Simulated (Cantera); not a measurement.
## Titanium nitride, carbide and oxide coatings: Ti(OiPr)4 + CH4 + H2 + O2

Feed: 1 mol Ti(OiPr)4, 7.1 mol CH4, 230 mol H2, 0.0014 mol O2, equilibrated at 0.170 bar.

Method: chemical equilibrium by Gibbs-energy minimisation in Cantera with the NASA 1993 tables (ideal gas, pure condensed phases). Candidate condensed phases: C, C6H6, C7H8, C8H18, H2O, Ti, TiC, TiO, TiO2, Ti2O3, Ti3O5, Ti4O7; 113 gas species. The feed counts by its element totals alone. TiC: taken at fixed stoichiometry. Equilibrium is a limit: real reactors are often held back by kinetics, nucleation or transport.

```json
[
 {"T (°C)": "900", "log p H2": "-0.77", "log p H": "-7.32", "log p CO": "-2.82", "log p C2H2 (acetylene)": "-7.99", "log p CH4": "-3.26", "log p H2O": "-5.04", "n C(graphite)": "15.9", "n Ti3O5(s)": "0.333", "n TiC(s)": "0"},
 {"T (°C)": "1000", "log p H2": "-0.78", "log p H": "-6.54", "log p CO": "-2.59", "log p C2H2 (acetylene)": "-7.21", "log p CH4": "-3.58", "log p H2O": "-5.29", "n C(graphite)": "13.7", "n Ti3O5(s)": "0", "n TiC(s)": "1.00"},
 {"T (°C)": "1100", "log p H2": "-0.78", "log p H": "-5.87", "log p CO": "-2.59", "log p C2H2 (acetylene)": "-6.54", "log p CH4": "-3.85", "log p H2O": "-5.69", "n C(graphite)": "13.9", "n Ti3O5(s)": "0", "n TiC(s)": "1.00"},
 {"T (°C)": "1200", "log p H2": "-0.78", "log p H": "-5.29", "log p CO": "-2.59", "log p C2H2 (acetylene)": "-5.96", "log p CH4": "-4.09", "log p H2O": "-6.04", "n C(graphite)": "14.0", "n Ti3O5(s)": "0", "n TiC(s)": "1.00"},
 {"T (°C)": "1300", "log p H2": "-0.78", "log p H": "-4.78", "log p CO": "-2.59", "log p C2H2 (acetylene)": "-5.46", "log p CH4": "-4.29", "log p H2O": "-6.35", "n C(graphite)": "14.0", "n Ti3O5(s)": "0", "n TiC(s)": "1.00"},
 {"T (°C)": "1400", "log p H2": "-0.78", "log p H": "-4.33", "log p CO": "-2.59", "log p C2H2 (acetylene)": "-5.02", "log p CH4": "-4.47", "log p H2O": "-6.61", "n C(graphite)": "14.0", "n Ti3O5(s)": "0", "n TiC(s)": "1.00"},
 {"T (°C)": "1500", "log p H2": "-0.78", "log p H": "-3.93", "log p CO": "-2.59", "log p C2H2 (acetylene)": "-4.63", "log p CH4": "-4.63", "log p H2O": "-6.85", "n C(graphite)": "14.0", "n Ti3O5(s)": "0", "n TiC(s)": "1.00"},
 {"T (°C)": "1600", "log p H2": "-0.78", "log p H": "-3.58", "log p CO": "-2.59", "log p C2H2 (acetylene)": "-4.28", "log p CH4": "-4.77", "log p H2O": "-7.06", "n C(graphite)": "13.9", "n Ti3O5(s)": "0", "n TiC(s)": "1.00"},
 {"T (°C)": "1700", "log p H2": "-0.78", "log p H": "-3.26", "log p CO": "-2.59", "log p C2H2 (acetylene)": "-3.97", "log p CH4": "-4.90", "log p H2O": "-7.25", "n C(graphite)": "13.7", "n Ti3O5(s)": "0", "n TiC(s)": "1.000"},
 {"T (°C)": "1800", "log p H2": "-0.78", "log p H": "-2.97", "log p CO": "-2.59", "log p C2H2 (acetylene)": "-3.69", "log p CH4": "-5.01", "log p H2O": "-7.42", "n C(graphite)": "13.4", "n Ti3O5(s)": "0", "n TiC(s)": "1.000"},
 {"T (°C)": "1900", "log p H2": "-0.78", "log p H": "-2.71", "log p CO": "-2.59", "log p C2H2 (acetylene)": "-3.44", "log p CH4": "-5.12", "log p H2O": "-7.58", "n C(graphite)": "12.9", "n Ti3O5(s)": "0", "n TiC(s)": "1.000"},
 {"T (°C)": "2000", "log p H2": "-0.79", "log p H": "-2.47", "log p CO": "-2.59", "log p C2H2 (acetylene)": "-3.21", "log p CH4": "-5.22", "log p H2O": "-7.72", "n C(graphite)": "12.2", "n Ti3O5(s)": "0", "n TiC(s)": "1.000"}
]
```
log p: log10 of the partial pressure in bar; n: condensed amount in mol.

At 900 °C the condensed part is C(graphite) + Ti3O5(s). From 1000 °C to 2000 °C the condensed part is C(graphite) + TiC(s).
